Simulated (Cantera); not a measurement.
Charge: 1 mol SiHCl3, 0.62 mol N2, 0.71 mol NH3, at 1025 K and 0.910 bar.

These are equilibrium values from Cantera (NASA tables, ideal gas, pure condensed phases), not measurements of a reactor. Candidate condensed phases: NH4Cl, Si, Si3N4; 28 gas species. The tables' values for SiCl3 are old estimates; treat these amounts as uncertain. Rates play no part.

Base state: HCl 0.360, H2 0.306, N2 0.191, SiCl4 0.142, SiHCl3 0.00104, SiCl3 4.69e-5, NH3 3.33e-5 (mole fractions); condensed: Si3N4(s).

Question: What changes in the equilibrium state with this change: SiHCl3 replaced by Si2Cl6?

Answer: 
```csv
species,before,after
SiCl4,0.142,0.374
HCl,0.360,0.318
H2,0.306,0.163
N2,0.191,0.142
NH3,3.33e-5,1.12e-5
SiCl3,4.69e-5,0.000102
SiHCl3,0.00104,0.00165
"Si3N4(s), mol",0.179,0.254
```
The feed counts by its element totals alone.
